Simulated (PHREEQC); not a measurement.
Copper plating or etch bath

A solution holds 0.0093 mol Cu(NO3)2, 0.00054 mol HBF4 and 0.26 mol FeCl3 per kg of water, at 25 °C. Closed to the air; pH follows from the charge balance.

Equilibrium calculation in PHREEQC: ion-association model, wateq4f.dat.

No solid was allowed to form.

### Question
Predict the pH.

### Answer
pH 1.88.

### Question
In which forms is Fe present?

### Answer
FeCl+2 59 %, FeCl2+ 19 %, Fe+3 15 %, FeOH+2 2.9 %, Fe2(OH)2+4 2.6 %, FeF+2 0.8 % of the Fe.

Examples of supersaturated solids here: Hematite (slow to form), Goethite (slow to form). Others may be too. Ionic strength above about 0.7 mol/kgw puts this run outside the model's range. Real BF4- forms and hydrolyses slowly; the run takes it at equilibrium. Fluoro complexes past AlF4- and FeF3 are missing from the database.
